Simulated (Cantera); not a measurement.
A freely propagating, adiabatic, planar premixed flame of 38.7 % H2, 12.9 % O2, 48.4 % N2, equivalence ratio 1.5, unburnt at 598 K and 7.50 bar; unity-Lewis-number transport, grid criteria slope 0.08 and curve 0.16, no radiation.

Cantera simulation using the H2/O2 subset of GRI-Mech 3.0, which has no nitrogen chemistry; the numbers are that mechanism's predictions, not measurements. The hydrogen kinetics of GRI-Mech 3.0 are dated; newer H2 mechanisms differ, most at raised pressure. Unity Lewis numbers drop preferential diffusion, which matters most where H2 and H carry the flame. Burning velocities carry a grid error of a few per cent, more on coarse grids.

x: mole fraction of selected species; z is measured from the peak of heat release.

```
z (mm)    T (K)  u (m/s)   x H2      x O2       x O     x OH     x H2O   x H2O2
--------  -----  -------  -----  --------  --------  -------  --------  -------
-0.0930     598     5.78  0.387     0.129     <1e-8    <1e-8   1.22e-6    <1e-8
-0.0620     598     5.78  0.387     0.129     <1e-8    <1e-8   2.58e-5  6.86e-8
-0.0465     599     5.78  0.387     0.129   1.33e-8    <1e-8  0.000109  2.90e-7
-0.0310     606     5.85  0.386     0.128   3.02e-7  1.69e-8  0.000976  2.51e-6
-0.0155     727     6.97  0.374     0.121   2.47e-5  3.34e-5    0.0163  2.87e-5
-0.00775      ?     9.97      ?         ?         ?        ?         ?        ?
0          1513     13.8  0.244    0.0579   0.00224  0.00317     0.152  1.13e-5
0.00775    1811     16.1  0.170    0.0236   0.00353  0.00721     0.221  3.25e-6
0.0155     1969     17.3  0.143         ?   0.00341  0.00980     0.251        ?
0.0310     2126     18.5  0.136   0.00293   0.00241   0.0105     0.268  1.13e-6
0.0620     2259     19.4  0.139   0.00117   0.00123  0.00863     0.278  6.19e-7
0.124      2356     20.1  0.142  0.000488  0.000518  0.00613     0.285  3.44e-7
0.248      2420     20.5  0.145  0.000179  0.000190  0.00393     0.289  1.68e-7
```

Question: What belongs in the gaps?

Answer: 
- -0.00775, T (K): 1064
- -0.00775, x H2: 0.332
- -0.00775, x O2: 0.0993
- -0.00775, x O: 0.000395
- -0.00775, x OH: 0.000745
- -0.00775, x H2O: 0.0644
- -0.00775, x H2O2: 4.31e-5
- 0.0155, x O2: 0.00948
- 0.0155, x H2O2: 2.06e-6
